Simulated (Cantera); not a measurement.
# Low-pressure radical oxidation in H2/O2

An isothermal, constant-pressure homogeneous reactor starts with H2 : O2 = 0.018 : 1 (molar parts), at 1350 K and 2.33 Torr.

Cantera simulation using the H2/O2 subset of GRI-Mech 3.0, which has no nitrogen chemistry; the numbers are that mechanism's predictions, not measurements. Radical loss at walls, strong at low pressure, is not modelled.

```csv
t (s),x H2,x O2,x O,x HO2,x H2O2,x H2O
0.000300,0.0177,0.982,9.97e-9,1.38e-8,2.21e-12,1.74e-9
0.00120,0.0177,0.982,9.25e-8,5.53e-8,3.43e-11,5.65e-8
0.00482,0.0177,0.982,6.71e-6,2.21e-7,4.79e-10,7.57e-6
0.0193,0.000250,0.966,0.0146,2.22e-7,6.82e-9,0.0157
0.0775,0.000120,0.966,0.0148,1.99e-7,5.28e-9,0.0161
0.311,0.000113,0.967,0.0139,1.94e-7,5.21e-9,0.0162
1.24,8.97e-5,0.970,0.0109,1.75e-7,4.95e-9,0.0165
4.99,4.28e-5,0.976,0.00506,1.21e-7,3.95e-9,0.0170
20.0,8.26e-6,0.981,0.000953,4.61e-8,1.92e-9,0.0175
```
x: mole fraction; the columns are a selection and need not sum to one.

Equilibrium at this temperature and pressure: H2 6.63e-8, O2 0.982, O 7.56e-6, HO2 1.87e-8, H2O2 7.80e-11, H2O 0.0178 (gas phase only).
